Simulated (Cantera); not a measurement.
An adiabatic, constant-volume homogeneous reactor starts with H2 : O2 : N2 = 1 : 0.962 : 3.62 (molar parts), equivalence ratio 0.52, at 1250 K and 7500 Torr. Integrator tolerance rtol = 1e-08.

Computed with Cantera and the H2/O2 subset of GRI-Mech 3.0, which has no nitrogen chemistry. The hydrogen kinetics of GRI-Mech 3.0 are dated; newer H2 mechanisms differ, most at raised pressure.

### Question
What does this change do: N2 3.62 to 5.1 parts?

### Answer
| quantity | before | after |
|---|---|---|
| time of steepest temperature rise | 11.0 µs | 13.7 µs |
| temperature at 6.00 s | 2704 K | 2462 K |
| equilibrium temperature | 2704 K | 2462 K |
| x(H2) at 6.00 s | 0.00212 (gas-phase equilibrium 0.00212) | 0.000656 (gas-phase equilibrium 0.000656) |
| x(O2) at 6.00 s | 0.0869 (gas-phase equilibrium 0.0869) | 0.0688 (gas-phase equilibrium 0.0688) |
| x(OH) at 6.00 s | 0.0136 (gas-phase equilibrium 0.0136) | 0.00572 (gas-phase equilibrium 0.00572) |
| x(H2O) at 6.00 s | 0.186 (gas-phase equilibrium 0.186) | 0.148 (gas-phase equilibrium 0.148) |
| x(HO2) at 6.00 s | 3.47e-5 (gas-phase equilibrium 3.47e-5) | 1.41e-5 (gas-phase equilibrium 1.41e-5) |
| x(H) at 6.00 s | 0.000602 (gas-phase equilibrium 0.000602) | 0.000128 (gas-phase equilibrium 0.000128) |
| x(O) at 6.00 s | 0.00245 (gas-phase equilibrium 0.00245) | 0.000738 (gas-phase equilibrium 0.000738) |

### Question
What does this change do: 0.027 parts H2O added?

### Answer
| quantity | before | after |
|---|---|---|
| time of steepest temperature rise | 11.0 µs | 12.9 µs |
| temperature at 6.00 s | 2704 K | 2696 K |
| equilibrium temperature | 2704 K | 2696 K |
| x(H2) at 6.00 s | 0.00212 (gas-phase equilibrium 0.00212) | 0.00210 (gas-phase equilibrium 0.00210) |
| x(O2) at 6.00 s | 0.0869 (gas-phase equilibrium 0.0869) | 0.0865 (gas-phase equilibrium 0.0865) |
| x(OH) at 6.00 s | 0.0136 (gas-phase equilibrium 0.0136) | 0.0134 (gas-phase equilibrium 0.0134) |
| x(H2O) at 6.00 s | 0.186 (gas-phase equilibrium 0.186) | 0.191 (gas-phase equilibrium 0.191) |
| x(HO2) at 6.00 s | 3.47e-5 (gas-phase equilibrium 3.47e-5) | 3.43e-5 (gas-phase equilibrium 3.43e-5) |
| x(H) at 6.00 s | 0.000602 (gas-phase equilibrium 0.000602) | 0.000581 (gas-phase equilibrium 0.000581) |
| x(O) at 6.00 s | 0.00245 (gas-phase equilibrium 0.00245) | 0.00236 (gas-phase equilibrium 0.00236) |
